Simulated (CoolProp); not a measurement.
Acetone at several states: Z from the reference equation and from simpler models built on Tc = 235.0 °C, pc = 46.92 bar, ω = 0.307; each cubic takes its own stable root.

The numbers come from the reference Helmholtz-energy equation of state, Lemmon 2006 in CoolProp. It is a short technical equation, of lower accuracy than the large ones.

| T (°C) | p (bar) | phase | reference |
|---|---|---|---|
| 154.95 | 9.6 | gas | 0.8259 |
| 106.95 | 0.257 | gas | 0.9935 |
| 148.25 | 1.94 | gas | 0.9667 |
| -48.95 | 0.486 | liquid | 0.001752 |
| 232.45 | 0.238 | gas | 0.9980 |

Task: How far does each simpler model (van der Waals, Redlich-Kwong, Soave-Redlich-Kwong) lie from the reference over these 5 states: mean and median of the absolute difference, and the worst?

Result: 
- van der Waals: mean 11170.5 %, median 1.4 %, worst +55841.8 % at -48.95 °C and 0.486 bar
- Redlich-Kwong: mean 8.0 %, median 0.9 %, worst +33.0 % at -48.95 °C and 0.486 bar
- Soave-Redlich-Kwong: mean 7.1 %, median 0.7 %, worst +30.3 % at -48.95 °C and 0.486 bar

At some of these states van der Waals gives the other phase, because its saturation line lies elsewhere.
